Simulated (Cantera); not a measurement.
A closed system holds: 1 mol SiC, 0.06 mol N2O, 2.1 mol H2, at 0.000190 bar.

Method: chemical equilibrium by Gibbs-energy minimisation in Cantera with the NASA 1993 tables (ideal gas, pure condensed phases). Candidate condensed phases: C, C6H6, C7H8, C8H18, H2O, Si, SiC, SiO2, Si2N2O, Si3N4; 151 gas species. Mutual solubility and eutectic melting of coexisting phases are not modelled. Gases not in the tables: Si2H6 and higher silanes. Kinetics and transport are ignored.

Question: What share of the Si ends up in condensed phases as a function of T (K), at 1400, 1500, 1600, 1700, 1800, 1900, 2000, 2100, 2200?

Answer: 
```
T (K)  Si condensed (%)                  as
-----  ----------------  ------------------
1400               98.7  SiC(s) + Si2N2O(s)
1500               97.0              SiC(s)
1600               97.0              SiC(s)
1700               96.9              SiC(s)
1800               96.4              SiC(s)
1900               95.1              SiC(s)
2000               93.5              SiC(s)
2100               83.3              SiC(s)
2200                9.1              SiC(s)
```
